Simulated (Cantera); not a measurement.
Input (Python, Cantera):

```python
import numpy as np
import cantera as ct

gas = ct.Solution("gri30.yaml")
gas.TPX = 1448, 100000, {'CO': 0.0062, 'O2': 0.0081, 'H2O': 0.00011, 'N2': 1}
reactor = ct.IdealGasConstPressureReactor(gas, energy="off", clone=False)
net = ct.ReactorNet([reactor])
net.rtol, net.atol = 1e-08, 1e-18
show = ['CO', 'O2', 'H2O', 'OH', 'CO2', 'H2O2']
times = np.geomspace(0.0006, 7, 14)

steps = ct.SolutionArray(gas, extra=["t"])
rows = []
print(f"{'t/s':>10s}{'T/K':>9s}{'P/Pa':>11s}" + "".join(f"{s:>11s}" for s in show))
for t in times:
    while net.time < t:
        t_next = net.step()
        steps.append(gas.state, t=t_next)
    rows.append([np.interp(t, steps.t, y) for y in (steps.T, steps.P, *steps(*show).X.T)])
    print(f"{t:10.3e}{rows[-1][0]:9.1f}{rows[-1][1]:11.4g}" + "".join(f"{x:11.3e}" for x in rows[-1][2:]))
rate = np.gradient(steps.T, steps.t)
print("integrator steps:", len(steps.t))
if steps.T.max() > steps.T[0] + 200:
    print(f"time of steepest temperature rise: {steps.t[rate.argmax()]:.4e} s")
gas.TPX = 1448, 100000, {'CO': 0.0062, 'O2': 0.0081, 'H2O': 0.00011, 'N2': 1}
gas.equilibrate("TP")
print(f"equilibrium (TP): T = {gas.T:.1f} K  " + "  ".join(f"{s} {gas[s].X[0]:.3e}" for s in show))
```

Result:

```
       t/s      T/K       P/Pa         CO         O2        H2O         OH        CO2       H2O2
 6.000e-04   1448.0      1e+05  6.112e-03  7.985e-03  1.084e-04  1.056e-09  4.192e-08  1.785e-15
 1.233e-03   1448.0      1e+05  6.112e-03  7.985e-03  1.084e-04  4.672e-09  1.143e-07  1.071e-14
 2.534e-03   1448.0      1e+05  6.111e-03  7.984e-03  1.084e-04  3.032e-08  5.611e-07  9.530e-14
 5.208e-03   1448.0      1e+05  6.101e-03  7.975e-03  1.079e-04  6.489e-07  1.139e-05  6.970e-12
 1.070e-02   1448.0      1e+05  5.170e-03  7.258e-03  7.498e-05  2.237e-05  9.425e-04  1.155e-09
 2.200e-02   1448.0      1e+05  2.090e-03  5.688e-03  5.974e-05  2.851e-05  4.032e-03  1.707e-09
 4.521e-02   1448.0      1e+05  6.159e-04  5.159e-03  9.090e-05  1.904e-05  5.512e-03  9.371e-10
 9.291e-02   1448.0      1e+05  1.677e-04  4.998e-03  1.019e-04  1.053e-05  5.962e-03  3.137e-10
 1.909e-01   1448.0      1e+05  4.326e-05  4.953e-03  1.055e-04  5.813e-06  6.087e-03  9.737e-11
 3.924e-01   1448.0      1e+05  1.093e-05  4.943e-03  1.071e-04  3.277e-06  6.120e-03  3.095e-11
 8.064e-01   1448.0      1e+05  2.899e-06  4.940e-03  1.078e-04  1.887e-06  6.128e-03  1.028e-11
 1.657e+00   1448.0      1e+05  8.742e-07  4.940e-03  1.082e-04  1.147e-06  6.130e-03  3.805e-12
 3.406e+00   1448.0      1e+05  3.399e-07  4.940e-03  1.084e-04  7.847e-07  6.130e-03  1.780e-12
 7.000e+00   1448.0      1e+05  2.086e-07  4.940e-03  1.084e-04  6.528e-07  6.130e-03  1.232e-12
integrator steps: 1520
equilibrium (TP): T = 1448.0 K  CO 1.930e-07  O2 4.863e-03  H2O 1.085e-04  OH 6.308e-07  CO2 6.130e-03  H2O2 1.151e-12
```

Model: GRI-Mech 3.0 (53 species, 325 reactions), integrated in Cantera.
